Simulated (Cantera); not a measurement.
Input: 1 mol Ti(OiPr)₄, 0.29 mol O₂, 0.11 mol C₃H₈, equilibrated at 1150 K and 0.100 bar.

Cantera equilibrium calculation (NASA polynomials, part measured and part estimated; ideal gas, pure solids and liquids). Candidate condensed phases: C, C₆H₆, C₇H₈, C₈H₁₈, H₂O, Ti, TiC, TiO, TiO₂, Ti₂O₃, Ti₃O₅, Ti₄O₇; 113 gas species. The feed counts by its element totals alone. Equilibrium is a limit: real reactors are often held back by kinetics, nucleation or transport.

Base state: H₂ 0.846, CO 0.151, CH₄ 0.00168, H₂O 0.000600, CO₂ 9.01e-5 (mole fractions); condensed: C(graphite) + TiO₂(rutile).

Question: What changes in the equilibrium state with this change: pressure from 0.100 bar to 0.190 bar?

Answer: 
```csv
species,before,after
H₂,0.846,0.845
CO,0.151,0.151
CH₄,0.00168,0.00317
H₂O,0.000600,0.00113
CO₂,9.01e-5,0.000170
"C(graphite), mol",9.73,9.72
"TiO₂(rutile), mol",1.00,1.00
```
